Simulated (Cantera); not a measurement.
## Ammonia decomposition in nitride growth gas

An isothermal, constant-pressure homogeneous reactor starts with NH3 : H2 = 1 : 3.4 (molar parts), at 2075 K and 0.0267 bar.

Model: the gas-phase N/H chemistry of the illustrative SiF4/NH3 mechanism in the Surface Chemkin manual (1991), integrated in Cantera. Walls and surfaces, which speed up NH3 decomposition in real reactors, are not modelled.

| t (s) | x NH3 | x H2 | x H | x N2 | x NH2 |
|---|---|---|---|---|---|
| 1.00e-5 | 0.227 | 0.773 | 1.53e-6 | <1e-12 | 1.37e-6 |
| 3.63e-5 | 0.227 | 0.773 | 5.60e-6 | <1e-12 | 4.95e-6 |
| 0.000132 | 0.227 | 0.773 | 2.04e-5 | 2.23e-10 | 1.79e-5 |
| 0.000479 | 0.227 | 0.773 | 7.39e-5 | 3.62e-8 | 6.49e-5 |
| 0.00174 | 0.227 | 0.773 | 0.000265 | 3.89e-6 | 0.000232 |
| 0.00632 | 0.226 | 0.773 | 0.000747 | 0.000301 | 0.000650 |
| 0.0230 | 0.218 | 0.777 | 0.000865 | 0.00333 | 0.000723 |
| 0.0835 | 0.193 | 0.792 | 0.000917 | 0.0137 | 0.000665 |
| 0.303 | 0.126 | 0.832 | 0.00110 | 0.0411 | 0.000498 |
| 1.10 | 0.0309 | 0.887 | 0.00187 | 0.0798 | 0.000194 |
| 4.00 | 3.57e-5 | 0.895 | 0.0133 | 0.0920 | 1.58e-6 |
x: mole fraction; the columns are a selection and need not sum to one.

Equilibrium at this temperature and pressure: NH3 1.21e-7, H2 0.893, H 0.0155, N2 0.0919, NH2 6.28e-9 (gas phase only).
